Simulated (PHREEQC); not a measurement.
**Spent oxide etchant: speciation**

Solution (25 °C): 0.17 mol/kgw HF, 0.00018 mol/kgw (NH4)2SiF6, 0.078 mol/kgw HBF4 and 0.025 mol/kgw H2SO4. Closed to the air; pH follows from the charge balance.

Model: ion-association model, phreeqc.dat, run in PHREEQC.

* **pH**: 1.04
* **ionic strength**: 0.116 mol/kgw
* **activity of water**: 0.993
* **total alkalinity**: -533 meq/kg

| species | molality | activity | log γ |
|---|---|---|---|
| HF | 0.166 | 0.171 | 0.012 |
| H+ | 0.111 | 0.0907 | -0.087 |
| BF4- | 0.0778 | 0.0602 | -0.112 |
| HSO4- | 0.0200 | 0.0155 | -0.112 |
| SO4-2 | 0.00496 | 0.00176 | -0.450 |
| F- | 0.00168 | 0.00126 | -0.125 |
| HF2- | 0.00107 | 0.000824 | -0.112 |
| NH4+ | 0.000353 | 0.000258 | -0.136 |
| SiF6-2 | 0.000180 | 6.45e-5 | -0.446 |
| BF3OH- | 0.000167 | 0.000129 | -0.112 |
| NH4SO4- | 7.55e-6 | 5.83e-6 | -0.112 |

This is a speciation only: nothing precipitates in the calculation. SiF6-2 is the database's only silicon fluoride. Real BF4- forms and hydrolyses slowly; the run takes it at equilibrium.
